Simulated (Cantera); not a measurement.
Cantera run, input and output.

```python
import numpy as np
import cantera as ct

gas = ct.Solution("h2o2.yaml")


def delay(T, t_max=10):
    gas.TPX = T, 1000000, {'H2': 1, 'O2': 0.794, 'N2': 5.16}
    reactor = ct.IdealGasConstPressureReactor(gas, clone=False)
    net = ct.ReactorNet([reactor])
    net.rtol, net.atol = 1e-8, 1e-16
    while net.time < t_max:
        t_old, T_old = net.time, reactor.T
        net.step()
        if reactor.T > T + 400:  # ignition: a rise of 400 K
            return t_old + (T + 400 - T_old) / (reactor.T - T_old) * (net.time - t_old)
    return np.nan


taus = []
for T in [1175, 1250, 1325, 1400, 1475, 1550, 1625, 1700, 1775, 1850]:
    taus.append(delay(T))
    print(f"T0 = {T:6g} K   tau = {taus[-1]:.4e} s")
```

It prints:

```
T0 =   1175 K   tau = 1.9444e-04 s
T0 =   1250 K   tau = 1.5439e-05 s
T0 =   1325 K   tau = 5.9961e-06 s
T0 =   1400 K   tau = 3.6919e-06 s
T0 =   1475 K   tau = 2.6530e-06 s
T0 =   1550 K   tau = 2.0776e-06 s
T0 =   1625 K   tau = 1.7289e-06 s
T0 =   1700 K   tau = 1.5102e-06 s
T0 =   1775 K   tau = 1.3742e-06 s
T0 =   1850 K   tau = 1.2951e-06 s
```

Model: the H2/O2 subset of GRI-Mech 3.0, which has no nitrogen chemistry, integrated in Cantera. The hydrogen kinetics of GRI-Mech 3.0 are dated; newer H2 mechanisms differ, most at raised pressure. Where the delays flatten at high temperature, the 400 K rule measures the pace of heat release, not the induction time.
